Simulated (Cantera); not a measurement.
A freely propagating, adiabatic, planar premixed flame of CH4 : C2H6 : O2 : N2 = 1 : 0.34 : 2.9 : 10.9 (molar parts), unburnt at 300 K and 100000 Pa; mixture-averaged transport, grid criteria slope 0.08 and curve 0.16, no radiation.

Computed with Cantera and GRI-Mech 3.0 (53 species, 325 reactions). Burning velocities carry a grid error of a few per cent, more on coarse grids.

x: mole fraction of selected species; z is measured from the peak of heat release.

```csv
z (mm),T (K),u (m/s),x CH4,x C2H6,x O2,x O,x N2O,x C2H4
-1.21,300,0.409,0.0660,0.0224,0.191,<1e-8,<1e-8,1.36e-8
-0.808,301,0.411,0.0658,0.0224,0.191,<1e-8,<1e-8,4.32e-7
-0.606,307,0.420,0.0655,0.0223,0.190,<1e-8,<1e-8,4.40e-6
-0.404,373,0.515,0.0627,0.0219,0.185,<1e-8,<1e-8,0.000100
-0.202,862,1.22,0.0449,0.0157,0.145,1.64e-6,<1e-8,0.00147
-0.101,1320,1.89,0.0265,0.00677,0.100,4.89e-5,2.04e-8,0.00243
0,1728,2.50,0.00715,0.000402,0.0513,0.000559,4.04e-8,0.00107
0.101,1894,2.74,0.000563,1.13e-6,0.0235,0.00186,5.99e-8,4.69e-5
0.202,1939,2.79,___,<1e-8,___,0.00249,6.85e-8,___
0.404,1985,2.84,3.41e-8,<1e-8,0.00977,0.00233,6.70e-8,<1e-8
0.808,2040,2.91,<1e-8,<1e-8,0.00752,0.00177,6.31e-8,<1e-8
1.62,2100,2.99,<1e-8,<1e-8,0.00538,0.00113,5.91e-8,<1e-8
3.23,2155,3.05,<1e-8,<1e-8,___,___,___,<1e-8
```

Q: Fill in the missing entries.

A: 
- 0.202, x CH4: 2.12e-5
- 0.202, x O2: 0.0142
- 0.202, x C2H4: 5.50e-7
- 3.23, x O2: 0.00334
- 3.23, x O: 0.000619
- 3.23, x N2O: 5.29e-8
